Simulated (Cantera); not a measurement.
A jet of CH4 : O2 : N2 = 0.014 : 0.1 : 0.79 (molar parts), equivalence ratio 0.28 at 300 K and 23000 Pa hits a platinum plate 4.7 cm away at a mass flux of 0.049 kg/m²/s; the plate temperature is set and raised in steps from an oxygen-covered start.

Model: Deutschmann's 1995 Pt surface mechanism with GRI-Mech 3.0 gas chemistry, integrated in Cantera. Catalytic surfaces can have several steady states; this one follows from the mechanism file's or the stated starting coverage.

One state of this run: wall x CH4 = 0.00202; wall x O2 = 0.0822; wall x H2O = 0.0248; wall x OH = 7.34e-7; wall x CO = 2.18e-6; wall x CO2 = 0.0163; θ free Pt = 0.417; θ O* = 0.582; θ OH* = 0.00122. x: mole fraction at the wall; θ: surface coverage.

Q: Which value of plate T (K) does it belong to?
(A) 950
(B) 1150
(C) 1000
(D) 1100

A: D, 1100
